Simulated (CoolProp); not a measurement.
CF4 (R14) at 293.15 K and 3.88 MPa is compressed adiabatically to 28.5 MPa with isentropic efficiency 0.8. Each further row changes one setting.

The numbers come from the reference Helmholtz-energy equation of state, Platzer 1990 in CoolProp. This equation is an older, rougher fit; its heat capacities, sound speeds and derivatives of the liquid may be far off and weren't checked against measurements.

| case | work (kJ/kg) | final temperature (K) | final density (kg/m³) |
|---|---|---|---|
| as stated | … | 415.5 | 664 |
| efficiency 1 | 58.4 | … | 695 |
| efficiency 0.65 | 89.8 | … | … |

Fill in the missing entries.


- as stated, work (kJ/kg): 73.0
- efficiency 1, final temperature (K): 401.0
- efficiency 0.65, final temperature (K): 432.3
- efficiency 0.65, final density (kg/m³): 632
